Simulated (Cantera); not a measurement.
A freely propagating, adiabatic, planar premixed flame of 37.5 % H2, 13.1 % O2, 49.4 % N2, equivalence ratio 1.4, unburnt at 398 K and 0.987 atm; mixture-averaged transport, grid criteria slope 0.08 and curve 0.16, no radiation.

Cantera simulation using the H2/O2 subset of GRI-Mech 3.0, which has no nitrogen chemistry; the numbers are that mechanism's predictions, not measurements. Burning velocities carry a grid error of a few per cent, more on coarse grids.

Predict: laminar burning velocity; thermal thickness; peak x(OH); peak x(H2O2); peak x(H).


```json
{
  "laminar_burning_velocity": "461 cm/s",
  "thermal_thickness": "0.378 mm",
  "peak x(OH)": "0.0104",
  "peak x(H2O2)": "7.09e-5",
  "peak x(H)": "0.0761"
}
```
